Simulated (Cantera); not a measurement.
## Chlorosilane synthesis and conversion: Si + HCl + H₂

A closed system holds: 1 mol Si, 1.3 mol HCl, 17 mol H₂, at 1880 Torr.

Method: chemical equilibrium by Gibbs-energy minimisation in Cantera with the NASA 1993 tables (ideal gas, pure condensed phases). Candidate condensed phases: Si; 19 gas species. The tables' values for SiCl₃ are old estimates; treat these amounts as uncertain. Kinetics and transport are ignored.

From 923 K to 1323 K the condensed part is Si(s). The main Si-bearing gas is SiHCl₃ throughout. The share of Si in condensed phases is highest at 1323 K (75.1 %) and lowest at 923 K (62.0 %).

| T (K) | x H₂ | x HCl | x SiHCl₃ | x SiCl₄ | x SiCl₂ | x SiH₂Cl₂ | x SiCl₃ | x SiH₃Cl | n Si(s) |
|---|---|---|---|---|---|---|---|---|---|
| 923 | 0.976 | 0.00250 | 0.0114 | 0.00817 | 9.21e-6 | 0.00155 | 4.32e-5 | 5.20e-5 | 0.620 |
| 973 | 0.975 | 0.00399 | 0.0110 | 0.00801 | 2.63e-5 | 0.00158 | 8.57e-5 | 5.70e-5 | 0.628 |
| 1023 | 0.974 | 0.00606 | 0.0105 | 0.00774 | 6.70e-5 | 0.00159 | 0.000157 | 6.15e-5 | 0.639 |
| 1073 | 0.972 | 0.00878 | 0.00996 | 0.00735 | 0.000155 | 0.00158 | 0.000266 | 6.55e-5 | 0.652 |
| 1123 | 0.969 | 0.0122 | 0.00926 | 0.00681 | 0.000325 | 0.00154 | 0.000422 | 6.87e-5 | 0.669 |
| 1173 | 0.966 | 0.0163 | 0.00842 | 0.00611 | 0.000629 | 0.00148 | 0.000624 | 7.11e-5 | 0.688 |
| 1223 | 0.963 | 0.0211 | 0.00742 | 0.00526 | 0.00112 | 0.00140 | 0.000861 | 7.23e-5 | 0.709 |
| 1273 | 0.959 | 0.0262 | 0.00630 | 0.00430 | 0.00185 | 0.00128 | 0.00110 | 7.22e-5 | 0.731 |
| 1323 | 0.955 | 0.0314 | 0.00510 | 0.00330 | 0.00282 | 0.00113 | 0.00130 | 7.06e-5 | 0.751 |
x: gas mole fraction; n: condensed amount in mol.
